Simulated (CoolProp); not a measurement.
Isobutane at 293.15 K and 1.26 MPa flows at 2.8 m/s in a round tube of 1 mm bore and 15 µm roughness, fully developed (64/Re and Nu = 3.66 if laminar; Colebrook and Gnielinski if turbulent). Each further row changes one setting.

Computed with CoolProp (reference Helmholtz-energy equation of state, Bücker 2006).

| case | Reynolds number | Darcy friction factor | pressure drop (Pa/m) | heat-transfer coefficient (W/(m² K)) | mass flow (kg/h) |
|---|---|---|---|---|---|
| as stated | 9660 | 0.0481 | 105000 | 7790 | 4.42 |
| velocity 5.6 m/s | 19300 | 0.0460 | ___ | 16000 | 8.85 |
| diameter 2 mm | 19300 | ___ | ___ | 6970 | 17.7 |

Task: What belongs in the gaps?

Result: 
- velocity 5.6 m/s, pressure drop (Pa/m): 403000
- diameter 2 mm, Darcy friction factor: 0.0379
- diameter 2 mm, pressure drop (Pa/m): 41500

Viscosity comes from a separate model (Vogel 2000). Thermal conductivity comes from a separate model (Perkins 2002).
